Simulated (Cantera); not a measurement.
An adiabatic, constant-volume homogeneous reactor starts with CO : H₂ : O₂ : N₂ = 1 : 0.83 : 1.79 : 6.75 (molar parts), equivalence ratio 0.51, at 1775 K and 2600000 Pa. Integrator tolerance rtol = 1e-08.

Detailed kinetics in Cantera: GRI-Mech 3.0 (53 species, 325 reactions). The hydrogen kinetics of GRI-Mech 3.0 are dated; newer H2 mechanisms differ, most at raised pressure. The pressure lies above the range GRI-Mech 3.0 was tuned for (to about 10 atm). Above 3000 K some thermodynamic fits are extrapolated.

### Question
What does this change do: pressure from 2600000 Pa to 1400000 Pa?

### Answer
```
quantity                                                            before                                    after
---------------------------------  ---------------------------------------  ---------------------------------------
time of steepest temperature rise                                 0.393 µs                                 0.694 µs
temperature at 0.500 s                                              2985 K                                   2949 K
equilibrium temperature                                             2985 K                                   2949 K
x(CO) at 0.500 s                     0.0155 (gas-phase equilibrium 0.0155)    0.0179 (gas-phase equilibrium 0.0179)
x(H₂) at 0.500 s                   0.00183 (gas-phase equilibrium 0.00183)  0.00216 (gas-phase equilibrium 0.00216)
x(O₂) at 0.500 s                     0.0804 (gas-phase equilibrium 0.0804)    0.0814 (gas-phase equilibrium 0.0814)
x(H) at 0.500 s                    0.00102 (gas-phase equilibrium 0.00102)  0.00136 (gas-phase equilibrium 0.00136)
x(HO₂) at 0.500 s                  4.43e-5 (gas-phase equilibrium 4.43e-5)  3.55e-5 (gas-phase equilibrium 3.55e-5)
x(NO) at 0.500 s                     0.0272 (gas-phase equilibrium 0.0272)    0.0262 (gas-phase equilibrium 0.0262)
```
